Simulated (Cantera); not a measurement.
What does this Cantera script print?

```python
import numpy as np
import cantera as ct

gas_names = """
    CL CL2 H HCL H2 N NH NH2 NH3 N2 N2H2 N2H4 Si SiCL SiCL2 SiCL3 SiCL4 SiH SiHCL3 SiH2 SiH2CL2 SiH3
    SiH3CL SiH4 SiN Si2 Si2N Si3
""".split()
cond_names = """
    NH4CL(a) NH4CL(b) Si(cr) Si(L) Si3N4(a)
""".split()


# ... load() reads the species with a 1 bar reference pressure and builds the phases ...
atoms = {
    'Si3N4': {'Si': 3, 'N': 4},
    'HCl': {'H': 1, 'CL': 1},
    'H2': {'H': 2},
}
top_T = {'Si3N4(a)': 2400}  # K; cautious upper limits of use, not melting points


# ... equilibrate(T, P, feed) seeds the gas with the atoms and calls Mixture.equilibrate('TP', solver="vcs", rtol=1e-11, max_steps=5000) ...
results = []
feed = {'Si3N4': 1, 'HCl': 14, 'H2': 4}  # mol
for P in [1, 6.8, 46, 320, 2200, 15000, 100000]:
    for T in [773, 823, 873, 923, 973, 1023, 1073, 1123, 1173, 1223, 1273, 1323]:
        mix = equilibrate(T, P, feed)
        results.append((T, P, feed, dict(zip(mix.species_names, mix.species_moles))))

for T, P, feed, n in results:
    print(f"{T:7g} {P:10.4g}  " + (" + ".join(c for c in cond_names if n.get(c, 0) > 1e-12) or "gas only"))
```

Result:

```
    773          1  Si3N4(a)
    823          1  Si3N4(a)
    873          1  Si3N4(a)
    923          1  Si3N4(a)
    973          1  Si3N4(a)
   1023          1  Si3N4(a)
   1073          1  Si3N4(a)
   1123          1  Si3N4(a)
   1173          1  Si3N4(a)
   1223          1  gas only
   1273          1  gas only
   1323          1  gas only
    773        6.8  Si3N4(a)
    823        6.8  Si3N4(a)
    873        6.8  Si3N4(a)
    923        6.8  Si3N4(a)
    973        6.8  Si3N4(a)
   1023        6.8  Si3N4(a)
   1073        6.8  Si3N4(a)
   1123        6.8  Si3N4(a)
   1173        6.8  Si3N4(a)
   1223        6.8  Si3N4(a)
   1273        6.8  Si3N4(a)
   1323        6.8  gas only
    773         46  Si3N4(a)
    823         46  Si3N4(a)
    873         46  Si3N4(a)
    923         46  Si3N4(a)
    973         46  Si3N4(a)
   1023         46  Si3N4(a)
   1073         46  Si3N4(a)
   1123         46  Si3N4(a)
   1173         46  Si3N4(a)
   1223         46  Si3N4(a)
   1273         46  Si3N4(a)
   1323         46  Si3N4(a)
    773        320  Si3N4(a)
    823        320  Si3N4(a)
    873        320  Si3N4(a)
    923        320  Si3N4(a)
    973        320  Si3N4(a)
   1023        320  Si3N4(a)
   1073        320  Si3N4(a)
   1123        320  Si3N4(a)
   1173        320  Si3N4(a)
   1223        320  Si3N4(a)
   1273        320  Si3N4(a)
   1323        320  Si3N4(a)
    773       2200  Si3N4(a)
    823       2200  Si3N4(a)
    873       2200  Si3N4(a)
    923       2200  Si3N4(a)
    973       2200  Si3N4(a)
   1023       2200  Si3N4(a)
   1073       2200  Si3N4(a)
   1123       2200  Si3N4(a)
   1173       2200  Si3N4(a)
   1223       2200  Si3N4(a)
   1273       2200  Si3N4(a)
   1323       2200  Si3N4(a)
    773    1.5e+04  Si3N4(a)
    823    1.5e+04  Si3N4(a)
    873    1.5e+04  Si3N4(a)
    923    1.5e+04  Si3N4(a)
    973    1.5e+04  Si3N4(a)
   1023    1.5e+04  Si3N4(a)
   1073    1.5e+04  Si3N4(a)
   1123    1.5e+04  Si3N4(a)
   1173    1.5e+04  Si3N4(a)
   1223    1.5e+04  Si3N4(a)
   1273    1.5e+04  Si3N4(a)
   1323    1.5e+04  Si3N4(a)
    773      1e+05  Si3N4(a)
    823      1e+05  Si3N4(a)
    873      1e+05  Si3N4(a)
    923      1e+05  Si3N4(a)
    973      1e+05  Si3N4(a)
   1023      1e+05  Si3N4(a)
   1073      1e+05  Si3N4(a)
   1123      1e+05  Si3N4(a)
   1173      1e+05  Si3N4(a)
   1223      1e+05  Si3N4(a)
   1273      1e+05  Si3N4(a)
   1323      1e+05  Si3N4(a)
```

Cantera equilibrium calculation (NASA polynomials, part measured and part estimated; ideal gas, pure solids and liquids). The tables' values for SiCl3 are old estimates.
